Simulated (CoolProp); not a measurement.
Vapour-liquid equilibrium of CH2F2 (R32) (1) + R134a (2) at 0.0213 MPa; x and y are mole fractions of (1).

Values from CoolProp's multi-fluid Helmholtz-energy mixture model, Tillner-Roth 1997 and Tillner-Roth 1994; pair parameters Lemmon 2004.

| x | bubble temperature (°C) | y at the bubble point | dew temperature at overall composition x (°C) | liquid density (mol/L) |
|---|---|---|---|---|
| 0.05 | -57.8 | 0.181 | -56.0 | 14.68 |
| 0.2 | -63.5 | 0.521 | -58.1 | 15.78 |
| 0.35 | -67.6 | 0.704 | -60.4 | 16.99 |
| 0.5 | -70.8 | 0.816 | -63.1 | 18.34 |
| 0.65 | -73.4 | 0.892 | -66.3 | 19.89 |
| 0.8 | -75.6 | 0.947 | -70.3 | 21.70 |
| 0.95 | -77.5 | 0.988 | -75.7 | 23.86 |

No azeotrope shows between x = 0.05 and 0.95.

The pair parameters rest on a limited set of measurements; away from them the model extrapolates.
